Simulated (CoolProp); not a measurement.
C2F6 (R116) along the isobar 19.7 bar: fugacity coefficient from the reference equation and from simpler models built on Tc = 293.0 K, pc = 30.48 bar, ω = 0.257; each cubic takes its own stable root.

Computed with CoolProp (reference Helmholtz-energy equation of state, Lemmon 2006). It is a short technical equation, of lower accuracy than the large ones.

```json
[
 {"T (K)": "224.1", "phase": "liquid", "reference": "0.1896"},
 {"T (K)": "249.2", "phase": "liquid", "reference": "0.4093"},
 {"T (K)": "274.3", "phase": "liquid", "reference": "0.7165"},
 {"T (K)": "299.4", "phase": "gas", "reference": "0.8039"},
 {"T (K)": "324.5", "phase": "gas", "reference": "0.8528"},
 {"T (K)": "349.6", "phase": "gas", "reference": "0.8878"},
 {"T (K)": "374.8", "phase": "gas", "reference": "0.9138"},
 {"T (K)": "399.9", "phase": "gas", "reference": "0.9335"},
 {"T (K)": "425", "phase": "gas", "reference": "0.9488"}
]
```

Problem. How far does each simpler model (van der Waals, Redlich-Kwong, Soave-Redlich-Kwong, Peng-Robinson) lie from the reference over these 9 states: mean and median of the absolute difference, and the worst?

Solution. 
- van der Waals: mean 21.9 %, median 2.0 %, worst +126.7 % at 224.1 K and 19.7 bar
- Redlich-Kwong: mean 7.4 %, median 1.7 %, worst +36.5 % at 224.1 K and 19.7 bar
- Soave-Redlich-Kwong: mean 0.6 %, median 0.3 %, worst +1.8 % at 249.2 K and 19.7 bar
- Peng-Robinson: mean 1.7 %, median 1.6 %, worst -2.5 % at 299.4 K and 19.7 bar

At some of these states van der Waals, Redlich-Kwong gives the other phase, because its saturation line lies elsewhere.
